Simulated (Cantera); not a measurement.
What does this Cantera script print?

```python
import numpy as np
import cantera as ct

gas_names = """
    Electron CL CL+ CL- CLO CL2 H H+ H- HCL HNO HNO2 HNO3 HOCL HO2 H2 H2+ H2- H2O H2O+ H2O2 H3O+ N N+ N-
    NH NH+ NH2 NH3 NH2OH NH4+ NO NO+ NO2 NO2- NO3 NO3- N2 N2+ N2- N2H2 N2H4 N2O N2O+ O O+ O- OH OH+ OH-
    O2 O2+ O2- O3
""".split()
cond_names = """
    H2O(s) H2O(L) NH4CL(a) NH4CL(b)
""".split()


def load(file, names, dense=False):
    # The tables refer to 1 bar. Condensed volumes are neglected.
    table = {s.name: s for s in ct.Species.list_from_file(file)}
    out = []
    for n in names:
        d = dict(table[n].input_data)
        d["thermo"] = dict(d["thermo"], **{"reference-pressure": 1e5})
        if dense:
            d["equation-of-state"] = {"model": "constant-volume", "density": "1e6 g/cm^3"}
        out.append(ct.Species.from_dict(d))
    return out


gas = ct.Solution(thermo="ideal-gas", species=load("nasa_gas.yaml", gas_names))
cond = {s.name: ct.Solution(thermo="fixed-stoichiometry", species=[s], name=s.name)
        for s in load("nasa_condensed.yaml", cond_names, dense=True)}
atoms = {
    'HCl': {'H': 1, 'CL': 1},
    'H2O': {'H': 2, 'O': 1},
    'N2': {'N': 2},
}
top_T = {}  # K; cautious upper limits of use, not melting points


def equilibrate(T, P, feed):
    n = {}
    for name, mol in feed.items():
        for a, k in atoms[name].items():
            n[a] = n.get(a, 0.0) + k * mol
    gas.TPX = T, P, n
    mass = sum(n.values()) * gas.mean_molecular_weight
    gas.equilibrate("TP")
    valid = [c for c in cond.values() if c.min_temp <= T <= top_T.get(c.name, c.max_temp)]
    mix = ct.Mixture([(gas, mass / gas.mean_molecular_weight)] + [(c, 0.0) for c in valid])
    mix.T, mix.P = T, P
    mix.equilibrate("TP", solver="vcs", rtol=1e-11, max_steps=5000)
    return mix


results = []
feed = {'HCl': 1, 'H2O': 6.6, 'N2': 28}  # mol
P = 101325  # Pa
for T in [3000, 3250, 3500, 3750, 4000, 4250, 4500, 4750, 5000]:
    mix = equilibrate(T, P, feed)
    results.append((T, P, feed, dict(zip(mix.species_names, mix.species_moles))))
    x = sorted(zip(gas.X, gas.species_names), reverse=True)
    print(f"T = {T:g} K  P = {P:g} Pa  gas = {mix.phase_moles(0):.4g} mol")
    print("   x: " + "  ".join(f"{s} {v:.3e}" for v, s in x if v > 0.0001))
    print("   condensed (mol): " + ("  ".join(f"{mix.phase(i).name} {mix.phase_moles(i):.4g}"
          for i in range(1, mix.n_phases) if mix.phase_moles(i) > 1e-12) or "none"))
```

It prints:

```
T = 3000 K  P = 101325 Pa  gas = 37.94 mol
   x: N2 7.328e-01  H2O 1.043e-01  H2 4.461e-02  H 3.313e-02  OH 2.574e-02  HCL 1.750e-02  O 1.171e-02  O2 1.084e-02  NO 1.046e-02  CL 8.850e-03
   condensed (mol): none
T = 3250 K  P = 101325 Pa  gas = 39.92 mol
   x: N2 6.940e-01  H 7.418e-02  H2O 6.301e-02  H2 5.410e-02  OH 3.425e-02  O 2.800e-02  NO 1.459e-02  HCL 1.304e-02  O2 1.272e-02  CL 1.200e-02
   condensed (mol): none
T = 3500 K  P = 101325 Pa  gas = 42.53 mol
   x: N2 6.498e-01  H 1.321e-01  O 5.228e-02  H2 5.068e-02  OH 3.443e-02  H2O 2.869e-02  NO 1.697e-02  CL 1.489e-02  O2 1.139e-02  HCL 8.612e-03  N 1.774e-04
   condensed (mol): none
T = 3750 K  P = 101325 Pa  gas = 45.14 mol
   x: N2 6.116e-01  H 1.907e-01  O 7.796e-02  H2 3.666e-02  OH 2.623e-02  CL 1.713e-02  NO 1.675e-02  H2O 9.639e-03  O2 7.799e-03  HCL 5.014e-03  N 5.218e-04
   condensed (mol): none
T = 4000 K  P = 101325 Pa  gas = 47.12 mol
   x: N2 5.862e-01  H 2.337e-01  O 9.780e-02  H2 2.178e-02  CL 1.856e-02  OH 1.622e-02  NO 1.470e-02  O2 4.375e-03  HCL 2.656e-03  H2O 2.587e-03  N 1.350e-03
   condensed (mol): none
T = 4250 K  P = 101325 Pa  gas = 48.34 mol
   x: N2 5.715e-01  H 2.585e-01  O 1.102e-01  CL 1.932e-02  NO 1.215e-02  H2 1.175e-02  OH 9.041e-03  N 3.147e-03  O2 2.235e-03  HCL 1.357e-03  H2O 6.382e-04
   condensed (mol): none
T = 4500 K  P = 101325 Pa  gas = 49.07 mol
   x: N2 5.623e-01  H 2.709e-01  O 1.173e-01  CL 1.967e-02  NO 9.845e-03  N 6.705e-03  H2 6.221e-03  OH 4.923e-03  O2 1.127e-03  HCL 7.022e-04  H2O 1.614e-04
   condensed (mol): none
T = 4750 K  P = 101325 Pa  gas = 49.57 mol
   x: N2 5.542e-01  H 2.764e-01  O 1.212e-01  CL 1.979e-02  N 1.321e-02  NO 7.962e-03  H2 3.371e-03  OH 2.729e-03  O2 5.829e-04  HCL 3.768e-04
   condensed (mol): none
T = 5000 K  P = 101325 Pa  gas = 50.04 mol
   x: N2 5.441e-01  H 2.781e-01  O 1.232e-01  N 2.429e-02  CL 1.977e-02  NO 6.468e-03  H2 1.894e-03  OH 1.563e-03  O2 3.135e-04  HCL 2.110e-04
   condensed (mol): none
```

Equilibrium computed with Cantera from the NASA thermochemical tables; the gas is ideal and each condensed phase is pure.
